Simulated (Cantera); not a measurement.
A closed system holds: 1 mol CaO, 90 mol HCl, held at 1.33 mbar.

These are equilibrium values from Cantera (NASA tables, ideal gas, pure condensed phases), not measurements of a reactor. Candidate condensed phases: Ca, CaCl₂, CaO, Ca(OH)₂, H₂O; 21 gas species. Condensed phases not in the tables: oxide chlorides. Rates play no part.

**Question.** What share of the Ca ends up in condensed phases as a function of T (K), at 898, 923, 948, 973, 998, 1023, 1048, 1073, 1098, 1123, 1148?

**Answer.** 
| T (K) | Ca condensed (%) | as |
|---|---|---|
| 898 | 100.0 | CaCl₂(s) |
| 923 | 100.0 | CaCl₂(s) |
| 948 | 100.0 | CaCl₂(s) |
| 973 | 99.9 | CaCl₂(s) |
| 998 | 99.9 | CaCl₂(s) |
| 1023 | 99.7 | CaCl₂(s) |
| 1048 | 99.2 | CaCl₂(l) |
| 1073 | 98.3 | CaCl₂(l) |
| 1098 | 96.5 | CaCl₂(l) |
| 1123 | 93.1 | CaCl₂(l) |
| 1148 | 86.7 | CaCl₂(l) |
